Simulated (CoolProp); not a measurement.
Octamethylcyclotetrasiloxane (D4) along the isobar 7.4 bar: density (kg/m³) from the reference equation and from simpler models built on Tc = 586.5 K, pc = 13.47 bar, ω = 0.598; each cubic takes its own stable root.

Computed with CoolProp (reference Helmholtz-energy equation of state, Thol 2015).

| T (K) | phase | reference |
|---|---|---|
| 349.7 | liquid | 892.7 |
| 370.4 | liquid | 868.3 |
| 391 | liquid | 843.5 |
| 411.7 | liquid | 817.7 |
| 432.4 | liquid | 791.0 |
| 453.1 | liquid | 762.9 |
| 473.7 | liquid | 733.1 |
| 494.4 | liquid | 700.4 |
| 515.1 | liquid | 663.5 |
| 535.8 | liquid | 619.0 |
| 556.4 | gas | 68.70 |
| 577.1 | gas | 60.99 |

Question: How far does each simpler model (van der Waals, Redlich-Kwong, Soave-Redlich-Kwong, Peng-Robinson) lie from the reference over these 12 states: mean and median of the absolute difference, and the worst?

Answer: 
- van der Waals: mean 44.3 %, median 42.1 %, worst -89.2 % at 535.8 K and 7.4 bar
- Redlich-Kwong: mean 21.1 %, median 16.5 %, worst -88.3 % at 535.8 K and 7.4 bar
- Soave-Redlich-Kwong: mean 8.9 %, median 9.4 %, worst -14.5 % at 535.8 K and 7.4 bar
- Peng-Robinson: mean 1.9 %, median 2.1 %, worst -3.2 % at 535.8 K and 7.4 bar

At some of these states van der Waals, Redlich-Kwong gives the other phase, because its saturation line lies elsewhere.
